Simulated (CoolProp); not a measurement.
Vapour-liquid equilibrium of CHF3 (R23) (1) + R134a (2) at 700 kPa; x and y are mole fractions of (1).

Model: multi-fluid Helmholtz-energy mixture model, Penoncello 2003 and Tillner-Roth 1994; pair parameters Bell 2016, in CoolProp.

Q: Give the bubble temperature and the first vapour's composition at x = 0.65, 0.725, 0.8. Is there an azeotrope?

A: x = 0.65: -27.5 °C, y = 0.939; x = 0.725: -30.8 °C, y = 0.958; x = 0.8: -33.7 °C, y = 0.973. No azeotrope shows between x = 0.05 and 0.95.

Pair parameters are fitted to limited data, so mixtures are less certain than the pure fluids.
